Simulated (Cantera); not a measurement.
Feed: 1 mol CH3Cl, 2.5 mol H2, equilibrated at 698 K and 72.8 Torr.

Method: chemical equilibrium by Gibbs-energy minimisation in Cantera with the NASA 1993 tables (ideal gas, pure condensed phases). Candidate condensed phases: C, C6H6, C7H8, C8H18; 91 gas species. Equilibrium is a limit: real reactors are often held back by kinetics, nucleation or transport.

Base state: H2 0.507, HCl 0.271, CH4 0.221 (mole fractions); condensed: C(graphite).

Task: What changes in the equilibrium state with this change: CH3Cl replaced by CF4?

Result: 
```csv
species,before,after
HF,0,0.896
H2,0.507,0.0961
CH4,0.221,0.00795
HCl,0.271,0
H2F2,0,1.43e-5
"C(graphite), mol",0.184,0.965
```
